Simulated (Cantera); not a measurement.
Feed: 1 mol CO, 0.49 mol CO₂, held at 2773 K and 31500 Torr.

These are equilibrium values from Cantera (NASA tables, ideal gas, pure condensed phases), not measurements of a reactor. Candidate condensed phases: C; 12 gas species. The ideal-gas law is rough above about 30 bar. Equilibrium is a limit: real reactors are often held back by kinetics, nucleation or transport.

Base state: CO 0.671, CO₂ 0.329, O₂ 0.000104, O 7.69e-5 (mole fractions); condensed: gas only.

What changes in the equilibrium state with this change: CO replaced by C₂H₆?


| species | before | after |
|---|---|---|
| H₂ | 0 | 0.719 |
| CO | 0.671 | 0.246 |
| C₂H₂ (acetylene) | 0 | 0.0219 |
| CO₂ | 0.329 | 4.87e-6 |
| H | 0 | 0.00973 |
| CH₄ | 0 | 0.00220 |
| CH₃ | 0 | 0.000501 |
| C₄H₂ | 0 | 0.000278 |
| C(graphite), mol | 0 | 1.32 |
Further candidate phases: C₆H₆, C₇H₈, C₈H₁₈, H₂O.
